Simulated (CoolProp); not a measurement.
Values from CoolProp's reference Helmholtz-energy equation of state, Lemmon 2022.

Q: For R1234yf, give the phase and the cv (kJ/(kg K)), expansivity (1/kK), viscosity (µPa s), Prandtl number at 29.15 °C and 2.27 MPa; 56.05 °C and 2.27 MPa; 136.85 °C and 2.27 MPa.

A: 
- 29.15 °C and 2.27 MPa: liquid; cv 0.925, expansivity 3.38, viscosity 144, Prandtl number 3.14
- 56.05 °C and 2.27 MPa: liquid; cv 0.974, expansivity 5.25, viscosity 101, Prandtl number 2.86
- 136.85 °C and 2.27 MPa: gas; cv 1.04, expansivity 4.72, viscosity 17.6, Prandtl number 0.861

Viscosity comes from a separate model (Bell 2016), an estimate that may be off by 10 % or more. Thermal conductivity comes from a separate model (Perkins 2011).
